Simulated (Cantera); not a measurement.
A perfectly stirred reactor is fed with C2H6 : N2 = 1 : 160 (molar parts), at 1330 Pa; it is held at 1225 K, and followed from long to short residence time.

Model: GRI-Mech 3.0 (53 species, 325 reactions), integrated in Cantera. GRI-Mech 3.0 stops at C3 and has no aromatics, soot or wall deposition, so with more carbon than oxygen in the feed, carbon stays in small species such as C2H2 where larger ones or solid carbon would form. Radical loss at walls, strong at low pressure, is not modelled.

| quantity | before | after |
|---|---|---|
| x(C2H6) at τ = 23.0 s | 7.72e-5 | 2.51e-5 |
| x(C2H2) at τ = 23.0 s | 0.00509 | 0.00488 |
| x(H2) at τ = 23.0 s | 0.0102 | 0.00965 |
| x(CH3) at τ = 23.0 s | 1.26e-5 | 6.95e-7 |
| x(C2H) at τ = 23.0 s | 7.64e-10 | 2.99e-11 |
| x(C2H6) at τ = 0.110 s | 0.00458 | 0.000896 |
| x(C2H2) at τ = 0.110 s | 7.71e-5 | 0.00208 |
| x(H2) at τ = 0.110 s | 0.00146 | 0.00672 |
| x(CH3) at τ = 0.110 s | 8.46e-5 | 3.84e-6 |
| x(C2H) at τ = 0.110 s | 6.96e-11 | 9.78e-11 |

**Question.** Name the change that produced these shifts.
A. pressure from 1330 Pa to 320 Pa
B. N2 160 to 38 parts
C. temperature 1225 to 1250 K
D. pressure from 1330 Pa to 101000 Pa

**Answer.** D, pressure from 1330 Pa to 101000 Pa
